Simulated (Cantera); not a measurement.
# Thermodynamics of chemical vapour transport, feed Fe3O4 + HCl + H2

Input: 1 mol Fe3O4, 0.016 mol HCl, a varied amount of H2, equilibrated at 1698.15 K and 1.40 bar.

These are equilibrium values from Cantera (NASA tables, ideal gas, pure condensed phases), not measurements of a reactor. Candidate condensed phases: Fe, FeCl2, FeCl3, FeO, Fe(OH)2, Fe(OH)3, Fe2O3, Fe3O4, H2O; 22 gas species. Mutual solubility and eutectic melting of coexisting phases are not modelled. The tables' stoichiometric FeO is somewhat more stable than real wüstite, so its field is too wide. FeO: taken at fixed stoichiometry. Kinetics and transport are ignored.

From 0.56 mol H2 to 0.86 mol H2 the condensed part is FeO(l) + Fe3O4(s). From 1.2 mol H2 to 2.9 mol H2 the condensed part is FeO(l). From 3.2 mol H2 to 3.5 mol H2 the condensed part is Fe(δ) + FeO(l). The main Fe-bearing gas is FeCl2 throughout.

| n(H2) (mol) | log p H2O | log p H2 | log p HCl | log p FeCl2 | log p H | n FeO(l) | n Fe3O4(s) | n Fe(δ) |
|---|---|---|---|---|---|---|---|---|
| 0.56 | 0.13 | -1.79 | -1.42 | -3.29 | -4.73 | 1.66 | 0.447 | 0 |
| 0.86 | 0.13 | -1.79 | -1.60 | -3.65 | -4.73 | 2.55 | 0.150 | 0 |
| 1.2 | 0.06 | -0.64 | -1.74 | -3.86 | -4.16 | 3.00 | 0 | 0 |
| 1.4 | 0.00 | -0.40 | -1.81 | -3.93 | -4.04 | 3.00 | 0 | 0 |
| 1.7 | -0.09 | -0.24 | -1.89 | -4.01 | -3.96 | 3.00 | 0 | 0 |
| 2 | -0.16 | -0.16 | -1.96 | -4.08 | -3.92 | 3.00 | 0 | 0 |
| 2.3 | -0.22 | -0.10 | -2.02 | -4.14 | -3.89 | 3.00 | 0 | 0 |
| 2.6 | -0.27 | -0.07 | -2.07 | -4.20 | -3.87 | 3.00 | 0 | 0 |
| 2.9 | -0.32 | -0.04 | -2.12 | -4.24 | -3.86 | 3.00 | 0 | 0 |
| 3.2 | -0.35 | -0.02 | -2.16 | -4.30 | -3.85 | 2.98 | 0 | 0.0219 |
| 3.5 | -0.35 | -0.02 | -2.20 | -4.37 | -3.85 | 2.88 | 0 | 0.118 |
log p: log10 of the partial pressure in bar; n: condensed amount in mol.
